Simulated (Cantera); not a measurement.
A perfectly stirred reactor is fed with 14.4 % CH₃OH, 18.0 % O₂, 67.6 % N₂, equivalence ratio 1.2, at 37000 Pa; it is adiabatic with a 375 K inlet, and is followed from long to short residence time, starting on the burning branch (τ in s: 0.027, 0.015, 0.0083, 0.0046, 0.0025, 0.0014, 0.00076, 0.00042, 0.00023, 0.00013, 6.9e-05, 3.8e-05, 2.1e-05).

Model: GRI-Mech 3.0 (53 species, 325 reactions), integrated in Cantera. GRI-Mech 3.0 was tuned for natural gas; its chemistry of methanol as a main component is partial and can be far from experiment.

Task: Predict: blow-out, bracketed by the residence times tried; x(CH₃OH) at τ = 27.0 ms; x(O₂) at τ = 27.0 ms; x(H) at τ = 27.0 ms; x(NO) at τ = 27.0 ms; x(HO₂) at τ = 27.0 ms; x(CH₃OH) at τ = 0.760 ms; x(O₂) at τ = 0.760 ms; x(H) at τ = 0.760 ms; x(NO) at τ = 0.760 ms; x(HO₂) at τ = 0.760 ms.

Result: 
| Property | Result |
|---|---|
| blow-out, bracketed by the residence times tried | burning at 0.230 ms, out at 0.130 ms |
| x(CH₃OH) at τ = 27.0 ms | 3.77e-6 |
| x(O₂) at τ = 27.0 ms | 0.00411 |
| x(H) at τ = 27.0 ms | 0.00643 |
| x(NO) at τ = 27.0 ms | 0.000179 |
| x(HO₂) at τ = 27.0 ms | 7.26e-7 |
| x(CH₃OH) at τ = 0.760 ms | 7.54e-5 |
| x(O₂) at τ = 0.760 ms | 0.0121 |
| x(H) at τ = 0.760 ms | 0.0156 |
| x(NO) at τ = 0.760 ms | 3.70e-5 |
| x(HO₂) at τ = 0.760 ms | 4.96e-6 |
